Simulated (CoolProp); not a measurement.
Values from CoolProp's reference Helmholtz-energy equation of state, Gao 2022.

**Question.** For n-perfluoropentane, give the phase and the cv (kJ/(kg K)), Joule-Thomson coefficient (K/MPa) at 121.75 °C and 0.897 MPa; 156.75 °C and 0.897 MPa; 209.35 °C and 0.897 MPa.

**Answer.** 
- 121.75 °C and 0.897 MPa: gas; cv 0.938, Joule-Thomson coefficient 14.4
- 156.75 °C and 0.897 MPa: gas; cv 0.967, Joule-Thomson coefficient 9.20
- 209.35 °C and 0.897 MPa: gas; cv 1.01, Joule-Thomson coefficient 5.88
